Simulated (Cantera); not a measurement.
A Cantera script and its output.

```python
import numpy as np
import cantera as ct

gas = ct.Solution("h2o2.yaml")
gas.TPX = 398, 17000, {'H2': 1, 'O2': 0.217, 'N2': 0.817}
flame = ct.FreeFlame(gas, width=0.14)
flame.set_refine_criteria(ratio=3, slope=0.08, curve=0.16)
flame.transport_model = "mixture-averaged"
flame.solve(loglevel=0, auto=True)
z, T = flame.grid, flame.T
thick = (T[-1] - T[0]) / np.gradient(T, z).max()
show = ['H2', 'O2', 'H2O', 'OH', 'HO2', 'H2O2']
print(f"laminar burning velocity  {flame.velocity[0] * 100:.3f} cm/s")
print(f"burnt temperature         {T[-1]:.1f} K")
print(f"thermal thickness         {thick * 1e3:.4f} mm")
print(f"grid points               {len(z)}")
z0 = z[flame.heat_release_rate.argmax()]
print(f"{'z/mm':>9s}{'T/K':>9s}{'u/(m/s)':>9s}" + "".join(f"{s:>11s}" for s in show))
rows = []
for k in (-3, -2, -1.5, -1, -0.5, -0.25, 0, 0.25, 0.5, 1, 2, 4, 8):
    zz = z0 + k * thick
    rows.append([k * thick, np.interp(zz, z, T), np.interp(zz, z, flame.velocity),
                 *(np.interp(zz, z, flame.X[gas.species_index(s)]) for s in show)])
    print(f"{rows[-1][0] * 1e3:9.3f}{rows[-1][1]:9.1f}{rows[-1][2]:9.3f}" + "".join(f"{x:11.3e}" for x in rows[-1][3:]))
```

Result:

```
laminar burning velocity  360.494 cm/s
burnt temperature         2021.4 K
thermal thickness         4.0556 mm
grid points               145
     z/mm      T/K  u/(m/s)         H2         O2        H2O         OH        HO2       H2O2
  -12.167    398.0    3.605  4.916e-01  1.067e-01  1.756e-15  8.419e-19  3.280e-15  1.180e-17
   -8.111    398.0    3.605  4.916e-01  1.067e-01  4.401e-13  2.099e-16  1.066e-12  3.071e-15
   -6.083    398.0    3.605  4.916e-01  1.067e-01  3.236e-11  1.250e-14  9.818e-11  2.960e-13
   -4.056    398.0    3.605  4.916e-01  1.067e-01  1.295e-08  6.339e-12  4.586e-08  1.799e-10
   -2.028    414.0    3.738  4.894e-01  1.067e-01  5.706e-04  5.056e-05  1.012e-04  4.884e-06
   -1.014    647.1    5.718  4.579e-01  1.004e-01  1.943e-02  3.784e-04  4.631e-05  7.463e-06
    0.000   1039.7    8.939  3.461e-01  6.193e-02  1.039e-01  1.088e-03  1.467e-05  1.886e-07
    1.014   1276.4   10.931  2.553e-01  9.010e-03  2.057e-01  1.636e-03  2.033e-06  9.760e-08
    2.028   1363.3   11.626  2.465e-01  9.002e-04  2.228e-01  1.623e-03  1.891e-07  6.576e-08
    4.056   1454.4   12.326  2.535e-01  2.598e-04  2.252e-01  1.928e-03  5.084e-08  6.603e-08
    8.111   1558.1   13.105  2.632e-01  2.085e-04  2.268e-01  2.208e-03  3.793e-08  5.755e-08
   16.222   1667.2   13.906  2.736e-01  1.512e-04  2.289e-01  2.311e-03  2.683e-08  3.956e-08
   32.444   1769.3   14.639  2.834e-01  9.362e-05  2.312e-01  2.159e-03  1.731e-08  2.251e-08
```

Computed with Cantera and the H2/O2 subset of GRI-Mech 3.0, which has no nitrogen chemistry. Burning velocities carry a grid error of a few per cent, more on coarse grids.
